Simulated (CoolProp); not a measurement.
Propane along the isotherm 143.25 °C: Z from the reference equation and from simpler models built on Tc = 96.7 °C, pc = 4.251 MPa, ω = 0.152; each cubic takes its own stable root.

Model: reference Helmholtz-energy equation of state, Lemmon 2009, in CoolProp.

```tsv
p (MPa)	phase	reference
0.0672	gas	0.9963
0.0987	gas	0.9946
0.145	gas	0.9921
0.213	gas	0.9883
0.312	gas	0.9828
0.458	gas	0.9747
0.672	gas	0.9626
0.987	gas	0.9446
1.45	gas	0.9174
2.13	gas	0.8759
3.12	gas	0.8114
4.58	supercritical	0.7058
6.72	supercritical	0.5329
9.87	supercritical	0.4421
14.5	supercritical	0.5253
21.3	supercritical	0.6852
```

### Question
How far does each simpler model (van der Waals, Redlich-Kwong, Peng-Robinson) lie from the reference over these 16 states: mean and median of the absolute difference, and the worst?

### Answer
- van der Waals: mean 4.9 %, median 0.2 %, worst +26.5 % at 143.25 °C and 21.3 MPa
- Redlich-Kwong: mean 1.5 %, median 0.3 %, worst +7.2 % at 143.25 °C and 9.87 MPa
- Peng-Robinson: mean 1.2 %, median 0.6 %, worst +4.8 % at 143.25 °C and 9.87 MPa
